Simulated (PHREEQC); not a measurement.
A made-up water analysis in mg/kgw, 60 °C, pH 8.04:

| constituent | mg/kgw |
|---|---|
| Na | 949 |
| K | 42 |
| Ca | 263 |
| Mg | 301 |
| Cl | 2520 |
| S(6) as SO4 | 577 |
| Alkalinity as HCO3 | 1.83 |
| Br | 0.772 |

Valence states are taken as typed.

Equilibrium calculation in PHREEQC: Pitzer model, pitzer.dat.

Problem. The ionic strength comes out as 0.107 mol/kgw. What activity coefficients do K+, HCO3-, SO4-2, OH-, Na+ get?

Solution. K+ 0.76, HCO3- 0.78, SO4-2 0.23, OH- 0.70, Na+ 0.77. Single-ion values are on the MacInnes scale.

No solid was allowed to form. Species that the database lacks are ignored. Away from 25 °C the constants follow the database's enthalpies or fits; those with neither stay at their 25 °C values.
